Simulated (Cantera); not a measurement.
A Cantera script and its output.

```python
import numpy as np
import cantera as ct

surf = ct.Interface("ptcombust.yaml", "Pt_surf")
gas = surf.adjacent["gas"]
gas.TPX = 800, 670000, {'CO': 0.0036, 'O2': 0.059, 'N2': 0.79}
surf.TP = 800, 670000
reactor = ct.FlowReactor(gas, clone=False)
reactor.area = 0.0001  # m2
reactor.surface_area_to_volume_ratio = 1100  # 1/m
reactor.mass_flow_rate = 0.11 * reactor.area * gas.density  # inlet velocity 0.11 m/s
reactor.energy_enabled = False
wall = ct.ReactorSurface(surf, reactor, clone=False)
net = ct.ReactorNet([reactor])
net.rtol, net.atol = 1e-8, 1e-16
show, cover = ['CO', 'O2', 'H2O', 'CO2'], ['PT(S)', 'H(S)', 'O(S)', 'OH(S)', 'CO(S)', 'C(S)']

rows = []
print(f"{'z/m':>9s}{'u/(m/s)':>9s}" + "".join(f"{s:>13s}" for s in show + cover))
for z in [0.00017, 0.00037, 0.00079, 0.0017, 0.0037, 0.0079, 0.017]:
    net.advance(z)
    rows.append([reactor.speed, *gas[show].X, *surf[cover].coverages])
    print(f"{z:9.4g}{rows[-1][0]:9.3g}" + "".join(f"{x:13.4e}" for x in rows[-1][1:]))
```

Result:

```
      z/m  u/(m/s)           CO           O2          H2O          CO2        PT(S)         H(S)         O(S)        OH(S)        CO(S)         C(S)
  0.00017     0.11   2.0263e-03   6.8176e-02  -3.6205e-29   2.2008e-03   2.6561e-02  -1.7808e-24   9.7218e-01   1.8689e-20   1.2548e-03   1.1310e-16
  0.00037     0.11   1.3742e-03   6.7872e-02  -1.5267e-29   2.8542e-03   2.3237e-02   1.7443e-24   9.7611e-01   2.4876e-19   6.4881e-04   5.0957e-17
  0.00079     0.11   7.2141e-04   6.7567e-02   2.2268e-29   3.5084e-03   2.0945e-02   2.6413e-25   9.7878e-01   9.5660e-20   2.7601e-04   1.9486e-17
   0.0017     0.11   2.2158e-04   6.7334e-02  -3.3301e-29   4.0093e-03   1.9600e-02  -4.7151e-24   9.8033e-01  -3.0824e-18   7.4123e-05   4.8892e-18
   0.0037     0.11   2.0419e-05   6.7240e-02   2.2177e-31   4.2108e-03   1.9130e-02   2.9485e-24   9.8086e-01   1.9841e-18   6.5036e-06   4.1846e-19
   0.0079     0.11   1.5006e-07   6.7231e-02   2.2634e-33   4.2312e-03   1.9084e-02   2.2759e-25   9.8092e-01   1.5327e-19   4.7565e-08   3.0530e-21
    0.017     0.11   3.6101e-12   6.7231e-02   1.5594e-34   4.2313e-03   1.9084e-02   2.2387e-25   9.8092e-01   1.5076e-19   1.1443e-12   7.3445e-26
```

Model: Deutschmann's 1995 Pt surface mechanism with GRI-Mech 3.0 gas chemistry, integrated in Cantera. Catalytic surfaces can have several steady states; this one follows from the mechanism file's or the stated starting coverage. Mass transfer to the wall is taken as infinitely fast.
